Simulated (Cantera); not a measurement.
Input: 1 mol PbO, 0.14 mol CO, 39 mol N2, at 1598 K and 1000 Pa.

Method: chemical equilibrium by Gibbs-energy minimisation in Cantera with the NASA 1993 tables (ideal gas, pure condensed phases). Candidate condensed phases: C, Pb, PbO, PbO2, Pb3O4; 27 gas species. Gases not in the tables: (PbO)n polymers. Equilibrium is a limit: real reactors are often held back by kinetics, nucleation or transport.

Base state: N2 0.966, Pb 0.0140, PbO 0.0108, O2 0.00509, CO2 0.00346, NO 0.000331, O 1.01e-5 (mole fractions); condensed: gas only.

Q: What changes in the equilibrium state with this change: PbO replaced by Pb?

A: 
| species | before | after |
|---|---|---|
| N2 | 0.966 | 0.972 |
| Pb | 0.0140 | 0.0249 |
| CO | 9.42e-6 | 0.00349 |
| PbO | 0.0108 | <1e-9 |
| O2 | 0.00509 | <1e-9 |
| CO2 | 0.00346 | <1e-9 |
| NO | 0.000331 | <1e-9 |
| O | 1.01e-5 | <1e-9 |
